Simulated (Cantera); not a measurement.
An isothermal, constant-pressure homogeneous reactor starts with H₂ : O₂ : N₂ = 0.9 : 1 : 0.61 (molar parts), equivalence ratio 0.45, at 1073 K and 0.138 atm.

Model: GRI-Mech 3.0 (53 species, 325 reactions), integrated in Cantera. The temperature is held fixed by assumption; the heat of reaction is taken as removed at once.

One state of this run: x H₂ = 0.000339; x O₂ = 0.267; x H = 5.02e-6; x N₂O = 1.11e-8; x O = 3.57e-5. x: mole fraction; the columns are a selection and need not sum to one.

Problem. Which value of t (s) does it belong to?
A) 0.0631
B) 0.00398
C) 0.0158
D) 1.00

Solution. B, 0.00398
